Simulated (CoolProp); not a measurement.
Vapour-liquid equilibrium of benzene (1) + n-octane (2) at 0.0555 MPa; x and y are mole fractions of (1).

The numbers come from the multi-fluid Helmholtz-energy mixture model, Thol 2012 and Beckmüller 2019; pair parameters Bell 2016 in CoolProp.

```
x      bubble temperature, mixture model (°C)  bubble temperature, Raoult's law (°C)  y, mixture model  y, Raoult's law
-----  --------------------------------------  -------------------------------------  ----------------  ---------------
0.05                                    100.2                                  101.1             0.188            0.167
0.125                                    93.5                                   95.6                 …            0.360
0.2                                      87.9                                   90.9             0.543            0.503
0.275                                       …                                   86.6             0.647            0.612
0.35                                     79.3                                   82.9             0.721            0.696
0.425                                    76.1                                   79.5                 …            0.763
0.5                                      73.4                                   76.5             0.821            0.816
0.575                                    71.1                                   73.7                 …            0.859
0.65                                     69.2                                   71.2             0.885            0.895
0.725                                       …                                   68.9             0.912            0.925
0.8                                         …                                   66.7             0.936            0.950
0.875                                    64.2                                   64.7             0.960            0.971
0.95                                        …                                   62.9             0.983            0.989
```

Problem. Some entries are withheld; supply them.

Solution. 
- 0.125, y, mixture model: 0.397
- 0.275, bubble temperature, mixture model (°C): 83.2
- 0.425, y, mixture model: 0.777
- 0.575, y, mixture model: 0.856
- 0.725, bubble temperature, mixture model (°C): 67.4
- 0.8, bubble temperature, mixture model (°C): 65.7
- 0.95, bubble temperature, mixture model (°C): 62.7

The largest gap from Raoult's law is -3.6 K in bubble temperature, at x = 0.35. No azeotrope shows between x = 0.05 and 0.95.

The pair parameters rest on a limited set of measurements; away from them the model extrapolates.
